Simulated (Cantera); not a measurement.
**Ignition delay**

Mixture: H₂ : O₂ : N₂ : NO = 1 : 0.532 : 2.5 : 0.013 (molar parts), at 0.860 bar, adiabatic and at constant volume. Ignition delay is the time to a rise of 400 K.

Model: GRI-Mech 3.0 (53 species, 325 reactions), integrated in Cantera. The mechanism lacks 2 NO + O2 → 2 NO2 and HONO, so NO2 and the effect of NO are under-described below about 1400 K. Where the delays flatten at high temperature, the 400 K rule measures the pace of heat release, not the induction time.

```json
[
 {"T0 (K)": "1125", "delay (ms)": "0.0891"},
 {"T0 (K)": "1225", "delay (ms)": "0.0522"},
 {"T0 (K)": "1325", "delay (ms)": "0.0351"},
 {"T0 (K)": "1425", "delay (ms)": "0.0264"},
 {"T0 (K)": "1525", "delay (ms)": "0.0220"},
 {"T0 (K)": "1625", "delay (ms)": "0.0201"},
 {"T0 (K)": "1725", "delay (ms)": "0.0198"}
]
```
